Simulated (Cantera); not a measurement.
Thermodynamics of calcination and drying, feed Ca(OH)2 + H2O

Charge: 1 mol Ca(OH)2, 1.2 mol H2O, equilibrated at 673 K and 1.50 mbar.

Equilibrium computed with Cantera from the NASA thermochemical tables; the gas is ideal and each condensed phase is pure. Candidate condensed phases: Ca, CaO, Ca(OH)2, H2O; 14 gas species. Rates play no part.

```yaml
x(H2O): 1.00
n(CaO(s)): 1.00 mol
gas_amount: 2.200 mol
log10 activity of Ca(OH)2(s) (absent): -1.63
log10 activity of Ca(s) (absent): -37.28
```
